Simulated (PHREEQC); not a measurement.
1.8 g of hydrous ferric oxide (600 m²/g; 0.2 weak and 0.005 strong sites per Fe, Dzombak-Morel constants, diffuse double layer) in 1 kg of water with 0.1 mol/kgw of an inert sodium salt and 0.02 mmol/kgw Na2SeO4, at 25 °C; the pH is set by adding NaOH or the inert anion's acid. Oxygen is held at 0.21 atm. No CO2 enters from the air. Nothing may precipitate in this run.

All values are PHREEQC results (ion-association model, wateq4f.dat), not measurements.

Problem. Predict Se sorbed (%), surface charge σ (C/m²) at pH = 5.5, 6.25, 7, 7.38, 9.62.

Solution. 
```tsv
pH	Se sorbed (%)	surface charge σ (C/m²)
5.5	97.4	0.157
6.25	83.3	0.090
7	31.3	0.045
7.38	10.7	0.027
9.62	0.0	-0.067
```
